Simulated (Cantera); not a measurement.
Feed: 1 mol SiCl₄, 0.92 mol Cl₂, 0.86 mol H₂, at 1248 K and 0.100 bar.

Method: chemical equilibrium by Gibbs-energy minimisation in Cantera with the NASA 1993 tables (ideal gas, pure condensed phases). Candidate condensed phases: Si; 19 gas species. Kinetics and transport are ignored.

Task: What is the equilibrium state?

Result: 
- x(HCl) = 0.618
- x(SiCl₄) = 0.359
- x(Cl₂) = 0.0198
- x(Cl) = 0.00341
- x(SiCl₃) = 3.28e-6
- gas amount = 2.785 mol
- log10 activity of Si(s) (absent) = -16.93
